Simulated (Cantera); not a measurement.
Feed: 1 mol Fe2O3, 1.1 mol C, 0.13 mol H2, equilibrated at 925 K and 14.0 Pa.

These are equilibrium values from Cantera (NASA tables, ideal gas, pure condensed phases), not measurements of a reactor. Candidate condensed phases: C, C6H6, C7H8, C8H18, Fe, Fe(CO)5, FeO, Fe(OH)2, Fe(OH)3, Fe2O3, Fe3O4, H2O; 114 gas species. The tables' stoichiometric FeO is somewhat more stable than real wüstite, so its field is too wide. FeO: taken at fixed stoichiometry. Kinetics and transport are ignored.

Base state: CO 0.691, CO2 0.204, H2 0.0922, H2O 0.0134 (mole fractions); condensed: Fe(α) + FeO(s).

Q: What changes in the equilibrium state with this change: Fe2O3 replaced by Cu2O?

A: 
| species | before | after |
|---|---|---|
| CO | 0.691 | 0.885 |
| H2 | 0.0922 | 0.115 |
| CO2 | 0.204 | 0.000329 |
| H2O | 0.0134 | 2.12e-5 |
| Fe(α), mol | 0.367 | 0 |
| FeO(s), mol | 1.63 | 0 |
| C(graphite), mol | 0 | 0.100 |
| Cu(s), mol | 0 | 2.00 |
Further candidate phases: Cu, CuO, Cu(OH)2, Cu2O.
